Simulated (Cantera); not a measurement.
Charge: 1 mol C₃H₈, a varied amount of H₂O, held at 1150 K and 13300 Pa.

These are equilibrium values from Cantera (NASA tables, ideal gas, pure condensed phases), not measurements of a reactor. Candidate condensed phases: C, C₆H₆, C₇H₈, C₈H₁₈, H₂O; 110 gas species. Kinetics and transport are ignored.

**Question.** At 3.1 mol H₂O, list the 4 most abundant gas species with their mole fractions, and the condensed phases.

**Answer.** H₂ 0.695, CO 0.294, H₂O 0.00750, CO₂ 0.00267. Condensed: gas only.
